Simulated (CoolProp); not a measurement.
A single-stage vapour-compression cycle with the fluid: evaporating at 275.15 K (dew point), condensing at 314.15 K (bubble point), superheat 2 K, subcooling 5 K, compressor efficiency 0.8, no pressure losses. The same conditions are run with several fluids, on thermodynamics alone (safety and materials aside).

Values from CoolProp's reference Helmholtz-energy equation of state of each fluid (isobutene: Lemmon 2005; carbonyl sulfide: Lemmon 2006; R407C: Lemmon 2003; vinyl chloride: Thol 2022; R22: Kamei 1995; R227EA: Lemmon 2016). Blends and air are pseudo-pure fits.

Q: Rank isobutene, carbonyl sulfide, R407C, vinyl chloride, R22, R227EA by cooling COP, highest first.

A: vinyl chloride (5.07), isobutene (4.98), carbonyl sulfide (4.81), R22 (4.78), R227EA (4.54), R407C (4.00)

```tsv
fluid	pressure ratio	discharge temperature (K)	refrigerating effect (kJ/kg)	volumetric capacity (kJ/m³)
isobutene	3.39	322.2	306	1120
carbonyl sulfide	2.71	354.5	224	4500
R407C	3.63	340.0	158	3300
vinyl chloride	3.33	348.2	292	1540
R22	2.96	341.2	163	3640
R227EA	3.43	314.1	85.5	1440
```

The compression ends wet for: R227EA.
